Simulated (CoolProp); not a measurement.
CH3F (R41) along the isotherm 363 K: fugacity coefficient from the reference equation and from simpler models built on Tc = 317.3 K, pc = 5906 kPa, ω = 0.200; each cubic takes its own stable root.

The numbers come from the reference Helmholtz-energy equation of state, Lemmon 2006 in CoolProp. It is a short technical equation, of lower accuracy than the large ones.

```tsv
p (kPa)	phase	reference	van der Waals	Soave-Redlich-Kwong	Peng-Robinson
93.4	gas	0.9960	0.9966	0.9966	0.9961
192	gas	0.9918	0.9931	0.9930	0.9919
394	gas	0.9833	0.9858	0.9857	0.9835
809	gas	0.9658	0.9709	0.9707	0.9663
1660	gas	0.9308	0.9406	0.9404	0.9318
3410	gas	0.8616	0.8786	0.8798	0.8637
7000	supercritical	0.7307	0.7521	0.7627	0.7361
14400	supercritical	0.5179	0.5383	0.5722	0.5390
29500	supercritical	0.3568	0.4255	0.4345	0.3945
```
